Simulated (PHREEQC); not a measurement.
Dissolve 0.81 mol/kgw NH3 at 20 °C. Closed to the air; pH follows from the charge balance.

Equilibrium calculation in PHREEQC: ion-association model, wateq4f.dat.

Precipitation was switched off in this run.

Task: Estimate the pH.

Result: pH 11.74.
